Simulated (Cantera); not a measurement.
Cantera run, input and output.

```python
import numpy as np
import cantera as ct

gas = ct.Solution("gri30.yaml")
gas.TPX = 2223, 200000, {'CH4': 1, 'H2O': 0.49, 'H2': 1.5}
reactor = ct.IdealGasConstPressureReactor(gas, energy="off", clone=False)
net = ct.ReactorNet([reactor])
net.rtol, net.atol = 1e-08, 1e-18
show = ['CH4', 'H2O', 'H2', 'CH2', 'O', 'CH2O', 'CH2CO']
times = np.geomspace(3e-05, 10, 14)

steps = ct.SolutionArray(gas, extra=["t"])
rows = []
print(f"{'t/s':>10s}{'T/K':>9s}{'P/Pa':>11s}" + "".join(f"{s:>11s}" for s in show))
for t in times:
    while net.time < t:
        t_next = net.step()
        steps.append(gas.state, t=t_next)
    rows.append([np.interp(t, steps.t, y) for y in (steps.T, steps.P, *steps(*show).X.T)])
    print(f"{t:10.3e}{rows[-1][0]:9.1f}{rows[-1][1]:11.4g}" + "".join(f"{x:11.3e}" for x in rows[-1][2:]))
rate = np.gradient(steps.T, steps.t)
print("integrator steps:", len(steps.t))
if steps.T.max() > steps.T[0] + 200:
    print(f"time of steepest temperature rise: {steps.t[rate.argmax()]:.4e} s")
gas.TPX = 2223, 200000, {'CH4': 1, 'H2O': 0.49, 'H2': 1.5}
gas.equilibrate("TP")
print(f"equilibrium (TP): T = {gas.T:.1f} K  " + "  ".join(f"{s} {gas[s].X[0]:.3e}" for s in show))
```

It prints:

```
       t/s      T/K       P/Pa        CH4        H2O         H2        CH2          O       CH2O      CH2CO
 3.000e-05   2223.0      2e+05  1.072e-01  1.331e-01  6.642e-01  4.449e-05  1.898e-07  2.111e-05  5.754e-05
 7.979e-05   2223.0      2e+05  4.980e-02  1.208e-01  7.139e-01  2.788e-05  1.655e-07  9.462e-06  6.889e-05
 2.122e-04   2223.0      2e+05  2.161e-02  1.070e-01  7.432e-01  1.653e-05  1.525e-07  3.955e-06  6.584e-05
 5.645e-04   2223.0      2e+05  1.223e-02  8.555e-02  7.643e-01  1.089e-05  1.296e-07  1.868e-06  4.997e-05
 1.501e-03   2223.0      2e+05  8.873e-03  5.345e-02  7.881e-01  7.469e-06  8.543e-08  8.411e-07  2.685e-05
 3.993e-03   2223.0      2e+05  5.504e-03  2.088e-02  8.121e-01  4.217e-06  3.530e-08  2.434e-07  8.869e-06
 1.062e-02   2223.0      2e+05  2.648e-03  3.047e-03  8.259e-01  1.882e-06  5.314e-09  8.331e-08  1.377e-06
 2.825e-02   2223.0      2e+05  1.665e-03  3.284e-05  8.286e-01  1.156e-06  5.901e-11  7.292e-08  2.150e-07
 7.513e-02   2223.0      2e+05  1.649e-03  1.959e-06  8.287e-01  1.144e-06  4.924e-12  7.286e-08  2.026e-07
 1.998e-01   2223.0      2e+05  1.649e-03  1.959e-06  8.287e-01  1.144e-06  4.924e-12  7.286e-08  2.026e-07
 5.315e-01   2223.0      2e+05  1.649e-03  1.959e-06  8.287e-01  1.144e-06  4.924e-12  7.286e-08  2.026e-07
 1.414e+00   2223.0      2e+05  1.649e-03  1.959e-06  8.287e-01  1.144e-06  4.924e-12  7.286e-08  2.026e-07
 3.760e+00   2223.0      2e+05  1.649e-03  1.959e-06  8.287e-01  1.144e-06  4.924e-12  7.286e-08  2.026e-07
 1.000e+01   2223.0      2e+05  1.649e-03  1.959e-06  8.287e-01  1.144e-06  4.924e-12  7.286e-08  2.026e-07
integrator steps: 1499
equilibrium (TP): T = 2223.0 K  CH4 1.649e-03  H2O 1.969e-06  H2 8.287e-01  CH2 1.145e-06  O 4.944e-12  CH2O 7.286e-08  CH2CO 2.027e-07
```

Model: GRI-Mech 3.0 (53 species, 325 reactions), integrated in Cantera. GRI-Mech 3.0 stops at C3 and has no aromatics, soot or wall deposition, so with more carbon than oxygen in the feed, carbon stays in small species such as C2H2 where larger ones or solid carbon would form.
